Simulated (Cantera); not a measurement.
Feed: 1 mol PbO, 13 mol CO, 1.9 mol N2, equilibrated at 2300 K and 25.0 Pa.

These are equilibrium values from Cantera (NASA tables, ideal gas, pure condensed phases), not measurements of a reactor. Candidate condensed phases: C, Pb, PbO, PbO2, Pb3O4; 27 gas species. Equilibrium is a limit: real reactors are often held back by kinetics, nucleation or transport.

Base state: CO 0.761, N2 0.117, Pb 0.0617, CO2 0.0441, O 0.0134, O2 0.00182, NO 0.000563, PbO 0.000237 (mole fractions); condensed: gas only.

Task: What changes in the equilibrium state with this change: pressure from 25.0 Pa to 0.133 bar?

Result: 
```csv
species,before,after
CO,0.761,0.755
N2,0.117,0.119
Pb,0.0617,0.0625
CO2,0.0441,0.0625
O,0.0134,3.58e-5
O2,0.00182,6.94e-6
NO,0.000563,3.51e-5
```
